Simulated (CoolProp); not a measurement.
A single-stage vapour-compression cycle with R407C: evaporating at 237.15 K (dew point), condensing at 259.15 K (bubble point), superheat 10 K, subcooling 8 K, compressor efficiency 0.65, no pressure losses. Each further row changes one setting.

Computed with CoolProp (reference Helmholtz-energy equation of state, Lemmon 2003). It is a pseudo-pure fit of the blend.

```
case                              cooling COP  pressure ratio  discharge temperature (K)  refrigerating effect (kJ/kg)  volumetric capacity (kJ/m³)
--------------------------------  -----------  --------------  -------------------------  ----------------------------  ---------------------------
as stated                                   …            3.35                      308.3                           228                         1040
evaporating temperature 242.15 K         6.28               …                          …                             …                         1310
condensing temperature 254.15 K          6.12            2.78                          …                           235                         1070
subcooling 13 K                          5.12            3.35                      308.3                           235                         1070
superheat 20 K                           4.92            3.35                          …                             …                         1030
compressor efficiency 0.55               4.21            3.35                          …                           228                         1040
```

Q: Complete the blanks.

A: 
- as stated, cooling COP: 4.98
- evaporating temperature 242.15 K, pressure ratio: 2.65
- evaporating temperature 242.15 K, discharge temperature (K): 301.6
- evaporating temperature 242.15 K, refrigerating effect (kJ/kg): 231
- condensing temperature 254.15 K, discharge temperature (K): 298.7
- superheat 20 K, discharge temperature (K): 319.5
- superheat 20 K, refrigerating effect (kJ/kg): 236
- compressor efficiency 0.55, discharge temperature (K): 317.6
